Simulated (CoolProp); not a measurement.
Model: reference Helmholtz-energy equation of state, Zhou 2012, in CoolProp.

Give the vapour pressure (MPa), liquid density (kg/m³), enthalpy of vaporisation (kJ/kg), surface tension (mN/m) of saturated ethylbenzene at 296.35 °C.


```tsv
T (°C)	p (MPa)	liquid density (kg/m³)	enthalpy of vaporisation (kJ/kg)	surface tension (mN/m)
296.35	1.98	550	190	2.80
```

Surface tension comes from a separate correlation (Mulero 2014).
